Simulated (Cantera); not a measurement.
Feed: 1 mol Cu2O, 17 mol CO, 0.15 mol H2, equilibrated at 1 atm.

Method: chemical equilibrium by Gibbs-energy minimisation in Cantera with the NASA 1993 tables (ideal gas, pure condensed phases). Candidate condensed phases: C, C6H6, C7H8, C8H18, Cu, CuO, Cu(OH)2, Cu2O, H2O; 113 gas species. The numbers say what is thermodynamically allowed, not how fast it happens.

x: gas mole fraction; n: condensed amount in mol.

```tsv
T (°C)	x CO	x CO2	x Cu	x H2	x H	x H2O	n C(graphite)	n Cu(s)	n Cu(l)
775	0.834	0.156	9.66e-11	0.00826	(withheld)	0.00130	1.47	2.00	0
925	0.934	0.0576	1.15e-8	0.00807	(withheld)	0.000680	0	2.00	0
1075	0.934	0.0574	4.62e-7	0.00781	(withheld)	0.000939	0	2.00	0
1225	0.934	0.0571	7.85e-6	0.00755	(withheld)	0.00119	0	0	2.00
1375	0.934	0.0569	7.80e-5	0.00731	(withheld)	0.00143	0	0	2.00
1525	0.934	0.0566	0.000522	0.00709	(withheld)	0.00164	0	0	1.99
1675	0.932	0.0563	0.00259	0.00686	(withheld)	0.00182	0	0	1.96
1825	0.925	0.0557	0.0101	0.00657	(withheld)	0.00195	0	0	1.82
1975	0.904	0.0543	0.0327	0.00615	(withheld)	0.00201	0	0	1.41
2125	0.848	0.0509	0.0911	0.00541	(withheld)	0.00191	0	0	0.235
2275	0.837	0.0501	0.103	0.00484	(withheld)	0.00183	0	0	0
```

Q: What belongs in the gaps?

A: 
- 775, x H: 6.97e-10
- 925, x H: 1.70e-8
- 1075, x H: 2.03e-7
- 1225, x H: 1.48e-6
- 1375, x H: 7.57e-6
- 1525, x H: 2.94e-5
- 1675, x H: 9.30e-5
- 1825, x H: 0.000248
- 1975, x H: 0.000572
- 2125, x H: 0.00115
- 2275, x H: 0.00214
